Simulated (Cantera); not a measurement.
# Ignition delay

Mixture: 45.7 % H2, 11.4 % O2, 42.9 % N2, at 4.93 atm, adiabatic and at constant pressure. Ignition delay is the time to a rise of 400 K.

Model: the H2/O2 subset of GRI-Mech 3.0, which has no nitrogen chemistry, integrated in Cantera. The hydrogen kinetics of GRI-Mech 3.0 are dated; newer H2 mechanisms differ, most at raised pressure.

```tsv
T0 (K)	delay (ms)
975	16.2
1025	4.31
1075	1.03
1125	0.168
1175	0.0289
1225	0.0138
1275	0.00890
1325	0.00646
1375	0.00499
```

| Property | Result |
|---|---|
| apparent activation energy between 1275 and 1375 K | 84 kJ/mol |
